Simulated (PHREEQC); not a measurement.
# Reverse-osmosis reject: speciation

Model water analysis in mmol/kgw, 25 °C, pH 8.43, pe 3: Na 134; K 3.29; Ca 8.16; Mg 4.15; Cl 160; S(6) 0.0913; Alkalinity (meq/kgw) 0.19; Ba 0.02; Si 0.394; Fe(2) 2.92; F 0.288.

Valence states are taken as typed.

The numbers come from PHREEQC with the ion-association model, wateq4f.dat.

This is a speciation only: nothing precipitates in the calculation.

**Question.** Predict the charge-balance error.

**Answer.** charge-balance error 2.2 %.

**Question.** In which forms is S present?

**Answer.** SO4-2 66 %, NaSO4- 13 %, CaSO4 10 %, MgSO4 6.6 %, FeSO4 3.0 % of the S.

Examples of supersaturated solids here: Siderite, Fluorite. Others may be too. Species that the database lacks are ignored. SiF6-2 is the database's only silicon fluoride. Fluoro complexes past AlF4- and FeF3 are missing from the database.
